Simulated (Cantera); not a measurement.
Cantera run:

```python
import numpy as np
import cantera as ct

gas_names = """
    CL CL2 N N2 Si SiCL SiCL2 SiCL3 SiCL4 SiN Si2 Si2N Si3
""".split()
cond_names = """
    Si(cr) Si(L) Si3N4(a)
""".split()


def load(file, names, dense=False):
    # The tables refer to 1 bar. Condensed volumes are neglected.
    table = {s.name: s for s in ct.Species.list_from_file(file)}
    out = []
    for n in names:
        d = dict(table[n].input_data)
        d["thermo"] = dict(d["thermo"], **{"reference-pressure": 1e5})
        if dense:
            d["equation-of-state"] = {"model": "constant-volume", "density": "1e6 g/cm^3"}
        out.append(ct.Species.from_dict(d))
    return out


gas = ct.Solution(thermo="ideal-gas", species=load("nasa_gas.yaml", gas_names))
cond = {s.name: ct.Solution(thermo="fixed-stoichiometry", species=[s], name=s.name)
        for s in load("nasa_condensed.yaml", cond_names, dense=True)}
atoms = {
    'SiCl4': {'Si': 1, 'CL': 4},
    'Cl2': {'CL': 2},
    'N2': {'N': 2},
}
top_T = {'Si3N4(a)': 2400}  # K; cautious upper limits of use, not melting points


def equilibrate(T, P, feed):
    n = {}
    for name, mol in feed.items():
        for a, k in atoms[name].items():
            n[a] = n.get(a, 0.0) + k * mol
    gas.TPX = T, P, n
    mass = sum(n.values()) * gas.mean_molecular_weight
    gas.equilibrate("TP")
    valid = [c for c in cond.values() if c.min_temp <= T <= top_T.get(c.name, c.max_temp)]
    mix = ct.Mixture([(gas, mass / gas.mean_molecular_weight)] + [(c, 0.0) for c in valid])
    mix.T, mix.P = T, P
    mix.equilibrate("TP", solver="vcs", rtol=1e-11, max_steps=5000)
    return mix


results = []
feed = {'SiCl4': 1, 'Cl2': 0.023, 'N2': 20}  # mol
T = 1675  # K
P = 101325  # Pa
mix = equilibrate(T, P, feed)
results.append((T, P, feed, dict(zip(mix.species_names, mix.species_moles))))
x = sorted(zip(gas.X, gas.species_names), reverse=True)
print(f"T = {T:g} K  P = {P:g} Pa  gas = {mix.phase_moles(0):.4g} mol")
print("   x: " + "  ".join(f"{s} {v:.3e}" for v, s in x if v > 0.0001))
print("   condensed (mol): " + ("  ".join(f"{mix.phase(i).name} {mix.phase_moles(i):.4g}"
      for i in range(1, mix.n_phases) if mix.phase_moles(i) > 1e-12) or "none"))
```

It prints:

```
T = 1675 K  P = 101325 Pa  gas = 21.06 mol
   x: N2 9.497e-01  SiCL4 4.661e-02  CL 2.605e-03  SiCL3 8.441e-04  CL2 2.434e-04
   condensed (mol): none
```

Equilibrium computed with Cantera from the NASA thermochemical tables; the gas is ideal and each condensed phase is pure. The tables' values for SiCl3 are old estimates; treat these amounts as uncertain.
